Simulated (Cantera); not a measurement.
Feed: 1 mol Si, 1.1 mol Cl2, 19 mol H2, equilibrated at 0.770 bar.

Method: chemical equilibrium by Gibbs-energy minimisation in Cantera with the NASA 1993 tables (ideal gas, pure condensed phases). Candidate condensed phases: Si; 19 gas species. The tables' values for SiCl3 are old estimates; treat these amounts as uncertain. Equilibrium is a limit: real reactors are often held back by kinetics, nucleation or transport.

x: gas mole fraction; n: condensed amount in mol.

| T (°C) | x H2 | x HCl | x SiCl4 | x SiHCl3 | x SiCl2 | x SiCl3 | x SiH2Cl2 | n Si(s) |
|---|---|---|---|---|---|---|---|---|
| 627 | 0.965 | 0.00313 | 0.0162 | 0.0142 | 1.38e-5 | 6.84e-5 | 0.00118 | 0.384 |
| 677 | 0.964 | 0.00512 | 0.0159 | 0.0137 | 4.16e-5 | 0.000141 | 0.00120 | 0.395 |
| 727 | 0.962 | 0.00794 | 0.0154 | 0.0132 | 0.000111 | 0.000266 | 0.00121 | 0.410 |
| 777 | 0.959 | 0.0117 | 0.0147 | 0.0125 | 0.000268 | 0.000467 | 0.00121 | 0.429 |
| 827 | 0.955 | [?] | 0.0137 | 0.0117 | [?] | 0.000761 | 0.00119 | 0.452 |
| 877 | 0.951 | 0.0225 | 0.0124 | 0.0106 | 0.00117 | 0.00115 | 0.00115 | 0.479 |
| 927 | 0.946 | 0.0294 | 0.0107 | 0.00940 | 0.00215 | 0.00162 | 0.00108 | 0.508 |
| 977 | 0.940 | [?] | [?] | [?] | [?] | 0.00211 | [?] | 0.536 |
| 1027 | 0.933 | 0.0444 | 0.00671 | 0.00642 | 0.00564 | 0.00252 | 0.000867 | 0.561 |
| 1077 | 0.927 | 0.0515 | 0.00471 | 0.00486 | 0.00803 | 0.00275 | 0.000732 | 0.580 |
| 1127 | 0.922 | 0.0574 | 0.00304 | 0.00346 | 0.0105 | 0.00274 | 0.000592 | 0.594 |
| 1177 | 0.918 | 0.0618 | 0.00181 | 0.00232 | 0.0128 | 0.00252 | 0.000460 | 0.601 |

Question: Fill in the missing entries.

Answer: 
- 977, x HCl: 0.0368
- 977, x SiCl4: 0.00879
- 977, x SiHCl3: 0.00797
- 977, x SiCl2: 0.00363
- 977, x SiH2Cl2: 0.000985
- 827, x HCl: 0.0166
- 827, x SiCl2: 0.000586
